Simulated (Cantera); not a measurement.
An isothermal, constant-pressure homogeneous reactor starts with 6.75 % H2, 80.4 % O2, 12.9 % N2, at 1148 K and 1.88 Torr.

Cantera simulation using the H2/O2 subset of GRI-Mech 3.0, which has no nitrogen chemistry; the numbers are that mechanism's predictions, not measurements. Radical loss at walls, strong at low pressure, is not modelled. The temperature is held fixed by assumption; the heat of reaction is taken as removed at once.

x: mole fraction; the columns are a selection and need not sum to one.

```tsv
t (s)	x H2	x O2	x OH	x HO2	x O	x H2O2
0.000200	0.0675	0.804	1.37e-10	6.68e-10	1.55e-10	<1e-12
0.000502	0.0675	0.804	6.32e-10	?	8.21e-10	<1e-12
0.00126	0.0675	0.804	3.15e-9	?	4.87e-9	1.70e-12
0.00317	0.0675	0.804	4.15e-8	?	6.93e-8	1.07e-11
0.00796	0.0675	0.804	1.49e-5	?	2.51e-5	8.14e-11
0.0200	0.00331	0.759	0.00466	9.14e-7	0.0337	3.24e-8
0.0502	0.00150	0.756	0.00350	8.59e-7	0.0377	1.91e-8
0.126	0.00138	0.761	0.00336	8.55e-7	0.0340	1.98e-8
0.317	0.00110	0.769	0.00302	8.34e-7	0.0262	2.13e-8
0.796	0.000642	0.782	0.00232	?	0.0146	2.32e-8
2.00	0.000214	0.792	0.00135	?	0.00471	2.23e-8
```

Complete the blanks.


- 0.000502, x HO2: 1.68e-9
- 0.00126, x HO2: 4.22e-9
- 0.00317, x HO2: 1.07e-8
- 0.00796, x HO2: 5.43e-8
- 0.796, x HO2: 7.51e-7
- 2.00, x HO2: 5.30e-7
